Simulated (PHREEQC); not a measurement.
Hard or scaling water: speciation

Solution (25 °C): 0.004 mol/kgw CaSO4, 0.00018 mol/kgw NaF and 0.00013 mol/kgw NaCl. Closed to the air; pH follows from the charge balance.

Computed with PHREEQC (ion-association model, phreeqc.dat).

This is a speciation only: nothing precipitates in the calculation.

Problem. What pH, ionic strength, specific conductance does the model give?

Solution. pH 7.06; ionic strength 0.0133 mol/kgw; specific conductance 805 µS/cm.

Problem. In which forms is Na present?

Solution. Na+ 99 %, NaSO4- 1.0 % of the Na.

Saturation is exceeded, for instance for Fluorite; the values hold only as long as no solid forms. Complexes and solids missing from the database can't appear.
